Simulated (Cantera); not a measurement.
Input: 1 mol SiH4, 0.28 mol N2, at 1000 Pa.

Method: chemical equilibrium by Gibbs-energy minimisation in Cantera with the NASA 1993 tables (ideal gas, pure condensed phases). Candidate condensed phases: Si, Si3N4; 18 gas species. N2 is the only nitrogen source here; it is nearly inert below about 1500 K, so the nitride shown seldom forms there in practice. Mutual solubility and eutectic melting of coexisting phases are not modelled. The tables' values for SiN are old estimates; treat these amounts as uncertain. Gases not in the tables: Si2H6 and higher silanes. The numbers say what is thermodynamically allowed, not how fast it happens.

x: gas mole fraction; n: condensed amount in mol.

| T (K) | x H2 | x N2 | x H | x Si | n Si(s) | n Si3N4(s) | n Si(l) |
|---|---|---|---|---|---|---|---|
| 1448 | 0.998 | 0.00164 | 9.21e-5 | 2.92e-7 | 0.585 | 0.138 | 0 |
| 1548 | 0.988 | 0.0118 | 0.000306 | 3.18e-6 | 0.616 | 0.128 | 0 |
| 1648 | 0.932 | 0.0668 | 0.000860 | 2.58e-5 | 0.795 | 0.0684 | 0 |
| 1748 | 0.875 | 0.123 | [?] | [?] | 0 | 0 | 1.000 |
| 1848 | 0.872 | 0.122 | 0.00495 | 0.000627 | 0 | 0 | 0.998 |
| 1948 | 0.865 | 0.122 | 0.0105 | 0.00232 | 0 | 0 | 0.994 |
| 2048 | 0.851 | 0.120 | [?] | [?] | 0 | 0 | 0.980 |
| 2148 | 0.821 | 0.118 | 0.0378 | 0.0220 | 0 | 0 | 0.942 |

Task: What belongs in the gaps?

Result: 
- 1748, x H: 0.00214
- 1748, x Si: 0.000146
- 2048, x H: 0.0207
- 2048, x Si: 0.00756
